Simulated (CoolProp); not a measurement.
Vapour pressure (MPa) of methanol: the reference equation beside estimates from Tc = 513.4 K, pc = 8.216 MPa, ω = 0.565.

Model: reference Helmholtz-energy equation of state, de Reuck 1993, in CoolProp.

```
T (K)  reference  Lee-Kesler  Redlich-Kwong  Peng-Robinson
-----  ---------  ----------  -------------  -------------
299.5    0.01821     0.01530         0.1245        0.01656
309.7        [?]     0.02653         0.1780        0.02828
319.9    0.04828     0.04403         0.2476        0.04633
330.1    0.07476     0.07027         0.3358        0.07312
340.3        [?]      0.1083            [?]         0.1116
350.5     0.1647      0.1617         0.5798         0.1653
360.7     0.2355      0.2345         0.7412         0.2383
370.9     0.3294      0.3317         0.9327         0.3353
381.1        [?]      0.4582          1.157         0.4617
391.3     0.6082      0.6198          1.417            [?]
401.6     0.8078      0.8249          1.719         0.8283
411.8      1.054       1.076          2.059          1.080
422          [?]         [?]          2.443          1.389
```

Problem. Some entries are withheld; supply them.

Solution. 
- 309.7, reference: 0.03019
- 340.3, reference: 0.1124
- 340.3, Redlich-Kwong: 0.4456
- 381.1, reference: 0.4517
- 391.3, Peng-Robinson: 0.6231
- 422, reference: 1.355
- 422, Lee-Kesler: 1.383

Absolute difference from the reference over all 13 rows, mean and median: Lee-Kesler 4.5 and 2.1 %, Redlich-Kwong 258.4 and 214.7 %, Peng-Robinson 2.9 and 2.4 %.
